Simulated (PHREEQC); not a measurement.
Solution (25 °C): 7.2 mmol/kgw NaHCO3, 0.6 mmol/kgw KOH and 0.099 mmol/kgw NaCl. Closed to the air; pH follows from the charge balance.

Computed with PHREEQC (ion-association model, wateq4f.dat).

Precipitation was switched off in this run.

Problem. Order these C species by the share of C that they hold, largest first: CO3-2, HCO3-, CO2, NaHCO3, NaCO3-.

Solution. HCO3- (91 %), CO3-2 (7.6 %), NaCO3- (0.70 %), NaHCO3 (0.31 %), CO2 (0.14 %)

The pH is 9.13 and the ionic strength 0.00837 mol/kgw.
